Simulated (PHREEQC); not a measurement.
## Brine: speciation

Dissolve 1.8 mol/kgw LiBr and 3.4 mol/kgw NaCl at 25 °C. Closed to the air; pH follows from the charge balance.

Computed with PHREEQC (Pitzer model, pitzer.dat).

```yaml
ionic_strength: 5.20 mol/kgw
activity_of_water: 0.768
density: 1.208 g/cm³
osmotic_coefficient: 1.407
```

```json
[
 {"species": "Cl-", "molality": "3.40", "activity": "2.03", "log γ": "-0.225"},
 {"species": "Na+", "molality": "3.40", "activity": "6.78", "log γ": "0.300"},
 {"species": "Br-", "molality": "1.80", "activity": "1.36", "log γ": "-0.122"},
 {"species": "Li+", "molality": "1.80", "activity": "8.56", "log γ": "0.677"},
 {"species": "OH-", "molality": "7.88e-8", "activity": "1.40e-8", "log γ": "-0.751"},
 {"species": "H+", "molality": "7.88e-8", "activity": "5.57e-7", "log γ": "0.849"}
]
```

Precipitation was switched off in this run.
